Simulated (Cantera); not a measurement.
Charge: 1 mol SiHCl₃, 0.073 mol HCl, 3.8 mol H₂, equilibrated at 1350 K and 1.00 mbar.

Cantera equilibrium calculation (NASA polynomials, part measured and part estimated; ideal gas, pure solids and liquids). Candidate condensed phases: Si; 19 gas species. The tables' values for SiCl₃ are old estimates; treat these amounts as uncertain. The numbers say what is thermodynamically allowed, not how fast it happens.

Q: What is the equilibrium state?

A: 
```json
{
  "x(H₂)": "0.649",
  "x(HCl)": "0.188",
  "x(SiCl₂)": "0.152",
  "x(SiCl₃)": "0.00819",
  "x(SiCl₄)": "0.00220",
  "x(SiHCl₃)": "0.000436",
  "x(H)": "6.07e-5",
  "x(Cl)": "1.46e-5",
  "x(SiH₂Cl₂)": "1.26e-5",
  "n(Si(s))": "0.0485 mol",
  "gas_amount": "5.834 mol"
}
```
